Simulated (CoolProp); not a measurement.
Isohexane along the isobar 111 bar: density (kg/m³) from the reference equation and from simpler models built on Tc = 497.7 K, pc = 30.43 bar, ω = 0.280; each cubic takes its own stable root.

The numbers come from the reference Helmholtz-energy equation of state, Lemmon 2006 in CoolProp. It is a short technical equation, of lower accuracy than the large ones.

| T (K) | phase | reference |
|---|---|---|
| 245.8 | liquid | 703.4 |
| 267.3 | liquid | 685.9 |
| 288.7 | liquid | 668.3 |
| 310.2 | liquid | 650.4 |
| 331.7 | liquid | 632.2 |
| 353.2 | liquid | 613.5 |
| 374.6 | liquid | 594.2 |
| 396.1 | liquid | 574.1 |
| 417.6 | liquid | 553.1 |
| 439.1 | liquid | 530.9 |

**Question.** How far does each simpler model (van der Waals, Soave-Redlich-Kwong, Peng-Robinson) lie from the reference over these 10 states: mean and median of the absolute difference, and the worst?

**Answer.** 
- van der Waals: mean 35.7 %, median 35.9 %, worst -38.3 % at 245.8 K and 111 bar
- Soave-Redlich-Kwong: mean 7.5 %, median 7.3 %, worst -8.6 % at 245.8 K and 111 bar
- Peng-Robinson: mean 4.0 %, median 4.2 %, worst +4.7 % at 374.6 K and 111 bar
